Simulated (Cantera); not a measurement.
Charge: 1 mol C₂F₆, 0.1 mol F₂, 0.26 mol H₂, at 1.00 bar.

Method: chemical equilibrium by Gibbs-energy minimisation in Cantera with the NASA 1993 tables (ideal gas, pure condensed phases). Candidate condensed phases: C, C₆H₆, C₇H₈, C₈H₁₈; 95 gas species. The feed counts by its element totals alone. Gases not in the tables: C₂F₆ and larger saturated fluorocarbons. Kinetics and transport are ignored. All values below are at 1273 K.

Base state: CF₄ 0.732, HF 0.268 (mole fractions); condensed: C(graphite).

**Question.** What changes in the equilibrium state with this change: C₂F₆ replaced by CH₃F?

**Answer.** 
```csv
species,before,after
HF,0.268,0.510
H₂,1.49e-9,0.488
CH₄,<1e-9,0.00224
CF₄,0.732,<1e-9
"C(graphite), mol",0.580,0.995
```
